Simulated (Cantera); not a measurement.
Input: 1 mol SrCl₂, 0.18 mol N₂, held at 3.50e-5 bar.

These are equilibrium values from Cantera (NASA tables, ideal gas, pure condensed phases), not measurements of a reactor. Candidate condensed phases: Sr, SrCl₂; 7 gas species. Kinetics and transport are ignored.

Task: At 1798 K, list the 5 most abundant gas species with their mole fractions, and the condensed phases.

Result: SrCl₂ 0.826, N₂ 0.151, Cl 0.0120, SrCl 0.0105, Sr 0.000728. Condensed: gas only.
